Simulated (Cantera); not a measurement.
A closed system holds: 1 mol toluene, 0.49 mol NH3, at 2375 K and 11.0 mbar.

These are equilibrium values from Cantera (NASA tables, ideal gas, pure condensed phases), not measurements of a reactor. Candidate condensed phases: C, C6H6, C7H8, C8H18; 92 gas species. Kinetics and transport are ignored.

Base state: H2 0.822, H 0.122, N2 0.0410, HCN 0.00935, C2H2 (acetylene) 0.00510, HNC 0.000941, CN 6.67e-5, C2H 4.11e-5 (mole fractions); condensed: C(graphite).

Task: What changes in the equilibrium state with this change: NH3 from 0.49 to 2.1 mol?

Result: 
```
species             before     after
----------------  --------  --------
H2                   0.822     0.750
H                    0.122     0.116
N2                  0.0410     0.112
HCN                0.00935    0.0148
CN                 6.67e-5  0.000110
HNC               0.000941   0.00149
C4H2               1.30e-5   1.19e-5
C2H2 (acetylene)   0.00510   0.00466
C2H                4.11e-5   3.92e-5
C(graphite), mol      6.89      6.77
```
